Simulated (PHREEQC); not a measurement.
A solution holds 9.9 mmol/kgw H3PO4, 3.7 mmol/kgw NaF and 93 mmol/kgw NaCl, at 20 °C. Closed to the air; pH follows from the charge balance.

All values are PHREEQC results (ion-association model, wateq4f.dat), not measurements.

- pH: 2.45
- ionic strength: 0.101 mol/kgw
- total alkalinity: -9.90 meq/kg

```
species  molality  activity   log γ
-------  --------  --------  ------
Na+        0.0967    0.0758  -0.106
Cl-        0.0930    0.0712  -0.116
H2PO4-    0.00718   0.00566  -0.103
H+        0.00429   0.00355  -0.083
HF        0.00283   0.00289   0.010
H3PO4     0.00272   0.00278   0.010
F-       0.000780  0.000595  -0.118
H2F2      2.55e-5   2.61e-5   0.010
NaF       2.53e-5   2.59e-5   0.010
HF2-      8.30e-6   6.33e-6  -0.118
HPO4-2    2.55e-7   9.64e-8  -0.423
NaHPO4-   1.80e-8   1.42e-8  -0.103
```

No solid was allowed to form. H3PO4, which wateq4f.dat lacks, is added to it with the constant of phreeqc.dat.
